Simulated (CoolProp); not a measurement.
The numbers come from the reference Helmholtz-energy equation of state, de Reuck 1993 in CoolProp.

Question: For methanol, give the phase and the cv (kJ/(kg K)), speed of sound (m/s), viscosity (µPa s), Prandtl number at 376.2 K and 0.101 MPa; 528.6 K and 0.101 MPa; 559 K and 0.101 MPa.

Answer: 
- 376.2 K and 0.101 MPa: gas; cv 1.40, speed of sound 339, viscosity 12.1, Prandtl number 0.906
- 528.6 K and 0.101 MPa: gas; cv 1.68, speed of sound 397, viscosity 17.4, Prandtl number 0.802
- 559 K and 0.101 MPa: gas; cv 1.75, speed of sound 407, viscosity 18.4, Prandtl number 0.796

Viscosity comes from a separate model (Xiang 2006). Thermal conductivity comes from a separate model (Sykioti 2013).
